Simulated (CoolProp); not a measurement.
Vapour-liquid equilibrium of n-pentane (1) + cyclohexane (2) at 0.5 MPa; x and y are mole fractions of (1).

Values from CoolProp's multi-fluid Helmholtz-energy mixture model, Thol 2019 and Zhou 2014; pair parameters Bell 2016.

```json
[
 {"x": "0.05", "bubble temperature, mixture model (°C)": "140.4", "bubble temperature, Raoult's law (°C)": "140.5", "y, mixture model": "0.127", "y, Raoult's law": "0.134"},
 {"x": "0.2", "bubble temperature, mixture model (°C)": "128.5", "bubble temperature, Raoult's law (°C)": "129.0", "y, mixture model": "0.410", "y, Raoult's law": "0.433"},
 {"x": "0.35", "bubble temperature, mixture model (°C)": "119.1", "bubble temperature, Raoult's law (°C)": "119.5", "y, mixture model": "0.600", "y, Raoult's law": "0.629"},
 {"x": "0.5", "bubble temperature, mixture model (°C)": "111.4", "bubble temperature, Raoult's law (°C)": "111.7", "y, mixture model": "0.734", "y, Raoult's law": "0.764"},
 {"x": "0.65", "bubble temperature, mixture model (°C)": "104.9", "bubble temperature, Raoult's law (°C)": "105.0", "y, mixture model": "0.835", "y, Raoult's law": "0.861"},
 {"x": "0.8", "bubble temperature, mixture model (°C)": "99.2", "bubble temperature, Raoult's law (°C)": "99.2", "y, mixture model": "0.915", "y, Raoult's law": "0.932"},
 {"x": "0.95", "bubble temperature, mixture model (°C)": "94.2", "bubble temperature, Raoult's law (°C)": "94.1", "y, mixture model": "0.980", "y, Raoult's law": "0.985"}
]
```

The largest gap from Raoult's law is -0.5 K in bubble temperature, at x = 0.2. No azeotrope shows between x = 0.05 and 0.95.

Pair parameters are fitted to limited data, so mixtures are less certain than the pure fluids.
